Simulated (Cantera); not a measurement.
**Thermodynamics of chlorosilane synthesis and conversion, feed Si + HCl + H₂**

Charge: 1 mol Si, 0.62 mol HCl, 8.6 mol H₂, at 2100000 Pa.

Cantera equilibrium calculation (NASA polynomials, part measured and part estimated; ideal gas, pure solids and liquids). Candidate condensed phases: Si; 19 gas species. The tables' values for SiCl₃ are old estimates; treat these amounts as uncertain. Gases not in the tables: Si₂H₆ and higher silanes. The numbers say what is thermodynamically allowed, not how fast it happens.

```tsv
T (°C)	log p H₂	log p HCl	log p SiHCl₃	log p SiCl₄	log p SiH₂Cl₂	n Si(s)
377	1.31	-3.26	-0.51	-1.00	-1.26	0.799
477	1.31	-2.49	-0.52	-0.99	-1.20	0.799
577	1.31	-1.91	-0.54	-0.98	-1.15	0.799
677	1.31	-1.45	-0.56	-0.98	-1.13	0.801
777	1.31	-1.09	-0.58	-0.99	-1.11	0.807
877	1.31	-0.79	-0.62	-1.03	-1.11	0.817
977	1.31	-0.55	-0.68	-1.09	-1.13	0.831
1077	1.31	-0.37	-0.77	-1.20	-1.18	0.849
```
log p: log10 of the partial pressure in bar; n: condensed amount in mol.

From 377 °C to 1077 °C the condensed part is Si(s). The main Si-bearing gas is SiHCl₃ throughout.
